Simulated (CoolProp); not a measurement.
Properties of R113 at several states.

The numbers come from the reference Helmholtz-energy equation of state, Marx 1992 in CoolProp.

| T (°C) | p (bar) | phase | density (kg/m³) | isothermal compressibility (1/MPa) |
|---|---|---|---|---|
| 107.15 | 2.83 | gas | 17.97 | 3.808 |
| 96.45 | 5.43 | liquid | 1380 | 0.004393 |
| 50.15 | 0.779 | gas | 5.599 | 13.26 |
| 63.35 | 12.3 | liquid | 1473 | 0.002706 |
| 223.55 | 37.8 | supercritical | 464.0 | 1.941 |
| 69.35 | 96.1 | liquid | 1489 | 0.002303 |
